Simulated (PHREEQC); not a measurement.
Model water analysis in mg/kgw, 25 °C, pH 6.44, pe 8.6:

| constituent | mg/kgw |
|---|---|
| Na | 1.75 |
| K | 2.51 |
| Ca | 3.04 |
| Mg | 0.806 |
| Cl | 4.27 |
| S(6) as SO4 | 1.49 |
| Alkalinity as HCO3 | 12.2 |
| Si as SiO2 | 0.0414 |
| Ba | 0.0363 |
| Zn | 0.0417 |

Valence states are taken as typed.

The numbers come from PHREEQC with the ion-association model, wateq4f.dat.

This is a speciation only: nothing precipitates in the calculation.

### Question
Predict the charge-balance error.

### Answer
charge-balance error 1.2 %.

### Question
In which forms is S present?

### Answer
SO4-2 98 %, CaSO4 1.2 %, MgSO4 0.6 % of the S.
